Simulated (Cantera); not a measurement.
What does this Cantera script print?

```python
import numpy as np
import cantera as ct

gas_names = """
    H HNO HNO2 HNO3 HO2 H2 H2O H2O2 N NH NH2 NH3 NH2OH NO NO2 NO3 N2 N2H2 N2H4 N2O O OH O2 O3 Si SiH
    SiH2 SiH3 SiH4 SiN SiO SiO2 Si2 Si2N Si3
""".split()
cond_names = """
    H2O(s) H2O(L) Si(cr) Si(L) SiO2(Lqz) SiO2(hqz) SiO2(L) Si2N2O(s) Si3N4(a)
""".split()


# ... load() reads the species with a 1 bar reference pressure and builds the phases ...
atoms = {
    'Si3N4': {'Si': 3, 'N': 4},
    'H2O': {'H': 2, 'O': 1},
    'H2': {'H': 2},
}
top_T = {'Si2N2O(s)': 2100, 'Si3N4(a)': 2400}  # K; cautious upper limits of use, not melting points


# ... equilibrate(T, P, feed) seeds the gas with the atoms and calls Mixture.equilibrate('TP', solver="vcs", rtol=1e-11, max_steps=5000) ...
results = []
feed = {'Si3N4': 1, 'H2O': 0.015, 'H2': 890}  # mol
T = 2198  # K
for P in [0.1, 2.5, 63, 1600, 40000, 1000000]:
    mix = equilibrate(T, P, feed)
    results.append((T, P, feed, dict(zip(mix.species_names, mix.species_moles))))
    x = sorted(zip(gas.X, gas.species_names), reverse=True)
    print(f"T = {T:g} K  P = {P:g} Pa  gas = {mix.phase_moles(0):.4g} mol")
    print("   x: " + "  ".join(f"{s} {v:.3e}" for v, s in x if v > 0.001))
    print("   condensed (mol): " + ("  ".join(f"{mix.phase(i).name} {mix.phase_moles(i):.4g}"
          for i in range(1, mix.n_phases) if mix.phase_moles(i) > 1e-12) or "none"))
```

It prints:

```
T = 2198 K  P = 0.1 Pa  gas = 1733 mol
   x: H 9.670e-01  H2 3.015e-02  Si 1.723e-03  N2 1.154e-03
   condensed (mol): none
T = 2198 K  P = 2.5 Pa  gas = 1329 mol
   x: H 6.527e-01  H2 3.435e-01  Si 2.244e-03  N2 1.505e-03
   condensed (mol): none
T = 2198 K  P = 63 Pa  gas = 993.4 mol
   x: H2 7.969e-01  H 1.981e-01  Si 2.973e-03  N2 2.013e-03
   condensed (mol): none
T = 2198 K  P = 1600 Pa  gas = 914.5 mol
   x: H2 9.516e-01  H 4.295e-02  Si 3.042e-03  N2 2.185e-03
   condensed (mol): none
T = 2198 K  P = 40000 Pa  gas = 896.9 mol
   x: H2 9.875e-01  H 8.750e-03  N2 2.225e-03
   condensed (mol): Si(L) 1.639
T = 2198 K  P = 1e+06 Pa  gas = 892.9 mol
   x: H2 9.956e-01  N2 2.236e-03  H 1.757e-03
   condensed (mol): Si(L) 2.631
```

Equilibrium computed with Cantera from the NASA thermochemical tables; the gas is ideal and each condensed phase is pure. Gases not in the tables: Si2H6 and higher silanes.
